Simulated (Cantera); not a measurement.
Low-pressure radical oxidation in H2/O2

An isothermal, constant-pressure homogeneous reactor starts with H2 : O2 : N2 = 0.1 : 1 : 0.15 (molar parts), at 1450 K and 1.28 Torr.

Computed with Cantera and the H2/O2 subset of GRI-Mech 3.0, which has no nitrogen chemistry. Radical loss at walls, strong at low pressure, is not modelled. The temperature is held fixed by assumption; the heat of reaction is taken as removed at once.

| t (s) | x H2 | x O2 | x H | x O | x H2O2 |
|---|---|---|---|---|---|
| 2.00e-5 | 0.0800 | 0.800 | 7.02e-9 | 4.33e-10 | <1e-12 |
| 4.55e-5 | 0.0800 | 0.800 | 1.50e-8 | 2.12e-9 | 2.00e-12 |
| 0.000104 | 0.0800 | 0.800 | 3.04e-8 | 9.71e-9 | 1.03e-11 |
| 0.000236 | 0.0800 | 0.800 | 6.12e-8 | 4.14e-8 | 5.27e-11 |
| 0.000537 | 0.0800 | 0.800 | 1.57e-7 | 1.81e-7 | 2.67e-10 |
| 0.00122 | 0.0800 | 0.800 | 8.60e-7 | 1.26e-6 | 1.32e-9 |
| 0.00278 | 0.0799 | 0.800 | 3.06e-5 | 4.70e-5 | 6.02e-9 |
| 0.00632 | 0.0212 | 0.756 | 0.0146 | 0.0298 | 1.50e-8 |
| 0.0144 | 0.00223 | 0.736 | 0.0136 | 0.0524 | 8.93e-9 |
| 0.0328 | 0.00222 | 0.736 | 0.0135 | 0.0521 | 8.92e-9 |
| 0.0746 | 0.00220 | 0.737 | 0.0133 | 0.0516 | 8.92e-9 |
| 0.170 | 0.00215 | 0.738 | 0.0128 | 0.0503 | 8.90e-9 |
| 0.386 | 0.00205 | 0.741 | 0.0118 | 0.0475 | 8.86e-9 |
| 0.879 | 0.00184 | 0.747 | 0.00981 | 0.0419 | 8.74e-9 |
| 2.00 | 0.00144 | 0.757 | 0.00656 | 0.0319 | 8.32e-9 |
x: mole fraction; the columns are a selection and need not sum to one.

Equilibrium at this temperature and pressure: H2 2.16e-6, O2 0.791, H 3.40e-7, O 4.36e-5, H2O2 4.70e-10 (gas phase only).
